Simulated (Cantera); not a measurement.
**Silicon carbide growth: Si(CH₃)₄ + HCl + H₂**

Input: 1 mol Si(CH₃)₄, 2 mol HCl, 30 mol H₂, at 65000 Pa.

These are equilibrium values from Cantera (NASA tables, ideal gas, pure condensed phases), not measurements of a reactor. Candidate condensed phases: C, C₆H₆, C₇H₈, C₈H₁₈, Si, SiC; 109 gas species. The numbers say what is thermodynamically allowed, not how fast it happens.

From 1450 K to 2050 K the condensed part is C(graphite) + SiC(s). The main Si-bearing gas is SiCl₂ throughout.

| T (K) | x H₂ | x HCl | x H | x CH₄ | x C₂H₂ (acetylene) | x SiCl₂ | n C(graphite) | n SiC(s) |
|---|---|---|---|---|---|---|---|---|
| 1450 | 0.945 | 0.0526 | 1.14e-5 | 0.00192 | 4.61e-6 | 5.37e-5 | 2.93 | 0.997 |
| 1500 | 0.946 | 0.0525 | 2.12e-5 | 0.00149 | 8.54e-6 | 6.83e-5 | 2.95 | 0.997 |
| 1550 | 0.946 | 0.0525 | 3.80e-5 | 0.00118 | 1.52e-5 | 8.54e-5 | 2.96 | 0.996 |
| 1600 | 0.946 | 0.0524 | 6.56e-5 | 0.000950 | 2.60e-5 | 0.000105 | 2.97 | 0.996 |
| 1650 | 0.947 | 0.0524 | 0.000110 | 0.000774 | 4.32e-5 | 0.000128 | 2.97 | 0.995 |
| 1700 | 0.947 | 0.0523 | 0.000178 | 0.000638 | 6.95e-5 | 0.000154 | 2.98 | 0.994 |
| 1750 | 0.947 | 0.0523 | 0.000281 | 0.000532 | 0.000109 | 0.000182 | 2.98 | 0.993 |
| 1800 | 0.947 | 0.0522 | 0.000432 | 0.000448 | 0.000166 | 0.000214 | 2.98 | 0.992 |
| 1850 | 0.946 | 0.0521 | 0.000650 | 0.000381 | 0.000248 | 0.000249 | 2.98 | 0.990 |
| 1900 | 0.946 | 0.0520 | 0.000957 | 0.000327 | 0.000361 | 0.000287 | 2.97 | 0.989 |
| 1950 | 0.946 | 0.0519 | 0.00138 | 0.000283 | 0.000517 | 0.000328 | 2.96 | 0.987 |
| 2000 | 0.945 | 0.0517 | 0.00196 | 0.000246 | 0.000726 | 0.000372 | 2.95 | 0.985 |
| 2050 | 0.944 | 0.0516 | 0.00273 | 0.000216 | 0.00100 | 0.000419 | 2.93 | 0.983 |
x: gas mole fraction; n: condensed amount in mol.
